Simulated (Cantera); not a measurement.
## Equilibrium for carbothermic reduction: CuO + CO + H2

A closed system holds: 1 mol CuO, 2.5 mol CO, 3 mol H2, held at 0.00230 bar.

These are equilibrium values from Cantera (NASA tables, ideal gas, pure condensed phases), not measurements of a reactor. Candidate condensed phases: C, C6H6, C7H8, C8H18, Cu, CuO, Cu(OH)2, Cu2O, H2O; 113 gas species. Equilibrium is a limit: real reactors are often held back by kinetics, nucleation or transport.

```csv
T (K),x H2,x CO,x Cu,x H2O,x CO2,x H,n Cu(s),n Cu(l)
948,0.468,0.350,7.51e-10,0.0773,0.105,7.48e-9,1.00,0
1098,0.446,0.372,2.42e-7,0.0994,0.0824,3.44e-7,1.000,0
1248,0.430,0.388,1.92e-5,0.115,0.0667,6.39e-6,1.000,0
1398,0.419,0.399,0.000564,0.126,0.0555,6.39e-5,0,0.997
1548,0.408,0.404,0.00782,0.133,0.0473,0.000410,0,0.957
1698,0.377,0.384,0.0673,0.130,0.0390,0.00185,0,0.602
1848,0.335,0.352,0.153,0.121,0.0318,0.00640,0,0
1998,0.325,0.352,0.152,0.123,0.0290,0.0191,0,0
2148,0.304,0.348,0.150,0.120,0.0269,0.0479,0,0
```
x: gas mole fraction; n: condensed amount in mol.

From 948 K to 1248 K the condensed part is Cu(s). From 1398 K to 1698 K the condensed part is Cu(l). From 1848 K to 2148 K nothing is condensed.
